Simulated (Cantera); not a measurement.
What does this Cantera script print?

```python
import numpy as np
import cantera as ct

gas = ct.Solution("gri30.yaml")
gas.TPX = 1375, 2200, {'N2O': 1, 'H2': 0.023, 'N2': 0.58}
reactor = ct.IdealGasConstPressureReactor(gas, energy="off", clone=False)
net = ct.ReactorNet([reactor])
net.rtol, net.atol = 1e-08, 1e-18
show = ['N2O', 'H2', 'H2O2', 'OH', 'H', 'HO2']
times = np.geomspace(0.0009, 10, 15)

steps = ct.SolutionArray(gas, extra=["t"])
rows = []
print(f"{'t/s':>10s}{'T/K':>9s}{'P/Pa':>11s}" + "".join(f"{s:>11s}" for s in show))
for t in times:
    while net.time < t:
        t_next = net.step()
        steps.append(gas.state, t=t_next)
    rows.append([np.interp(t, steps.t, y) for y in (steps.T, steps.P, *steps(*show).X.T)])
    print(f"{t:10.3e}{rows[-1][0]:9.1f}{rows[-1][1]:11.4g}" + "".join(f"{x:11.3e}" for x in rows[-1][2:]))
rate = np.gradient(steps.T, steps.t)
print("integrator steps:", len(steps.t))
if steps.T.max() > steps.T[0] + 200:
    print(f"time of steepest temperature rise: {steps.t[rate.argmax()]:.4e} s")
gas.TPX = 1375, 2200, {'N2O': 1, 'H2': 0.023, 'N2': 0.58}
gas.equilibrate("TP")
print(f"equilibrium (TP): T = {gas.T:.1f} K  " + "  ".join(f"{s} {gas[s].X[0]:.3e}" for s in show))
```

Result:

```
       t/s      T/K       P/Pa        N2O         H2       H2O2         OH          H        HO2
 9.000e-04   1375.0       2200  6.235e-01  1.418e-02  2.713e-09  3.635e-05  7.521e-06  1.478e-06
 1.751e-03   1375.0       2200  6.230e-01  1.375e-02  1.845e-08  6.503e-05  1.283e-05  4.714e-06
 3.406e-03   1375.0       2200  6.214e-01  1.251e-02  6.638e-08  9.893e-05  1.790e-05  9.178e-06
 6.625e-03   1375.0       2200  6.179e-01  9.698e-03  8.904e-08  1.287e-04  1.817e-05  1.109e-05
 1.289e-02   1375.0       2200  6.125e-01  5.540e-03  8.545e-08  1.306e-04  1.067e-05  1.155e-05
 2.507e-02   1375.0       2200  6.065e-01  2.116e-03  6.928e-08  1.019e-04  3.294e-06  1.026e-05
 4.877e-02   1375.0       2200  6.000e-01  5.337e-04  3.745e-08  7.088e-05  6.357e-07  7.084e-06
 9.487e-02   1375.0       2200  5.901e-01  6.971e-05  1.724e-08  5.745e-05  1.101e-07  4.511e-06
 1.845e-01   1375.0       2200  5.724e-01  2.006e-06  8.845e-09  5.801e-05  4.929e-08  3.040e-06
 3.590e-01   1375.0       2200  5.400e-01  2.359e-07  4.398e-09  6.159e-05  4.971e-08  1.931e-06
 6.983e-01   1375.0       2200  4.833e-01  2.213e-07  2.133e-09  6.418e-05  5.365e-08  1.097e-06
 1.358e+00   1375.0       2200  3.922e-01  2.283e-07  1.136e-09  6.511e-05  6.069e-08  5.553e-07
 2.643e+00   1375.0       2200  2.666e-01  2.589e-07  7.182e-10  6.433e-05  7.335e-08  2.450e-07
 5.141e+00   1375.0       2200  1.320e-01  3.182e-07  5.368e-10  6.225e-05  9.370e-08  8.898e-08
 1.000e+01   1375.0       2200  3.704e-02  3.744e-07  4.425e-10  5.891e-05  1.096e-07  2.498e-08
integrator steps: 1695
equilibrium (TP): T = 1375.0 K  N2O 6.063e-09  H2 4.722e-08  H2O2 7.434e-11  OH 2.116e-05  H 5.054e-09  HO2 1.013e-08
```

Cantera simulation using GRI-Mech 3.0 (53 species, 325 reactions); the numbers are that mechanism's predictions, not measurements. GRI-Mech 3.0 was tuned for natural gas; its chemistry of N2O as a main component is partial and can be far from experiment. Radical loss at walls, strong at low pressure, is not modelled. The mechanism lacks the step 2 NO + O2 → 2 NO2, which can matter for NO2 below about 1400 K. The temperature is held fixed by assumption; the heat of reaction is taken as removed at once.
